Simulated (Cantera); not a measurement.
A closed system holds: 1 mol Fe2O3, a varied amount of C, 0.036 mol CO, equilibrated at 2398 K and 13.0 Pa.

These are equilibrium values from Cantera (NASA tables, ideal gas, pure condensed phases), not measurements of a reactor. Candidate condensed phases: C, Fe, Fe(CO)5, FeO, Fe2O3, Fe3O4; 15 gas species. Equilibrium is a limit: real reactors are often held back by kinetics, nucleation or transport.

**Question.** At 2.6 mol C, list the 5 most abundant gas species with their mole fractions, and the condensed phases.

**Answer.** CO 0.519, Fe 0.404, O 0.0501, CO2 0.0188, O2 0.00444. Condensed: gas only.
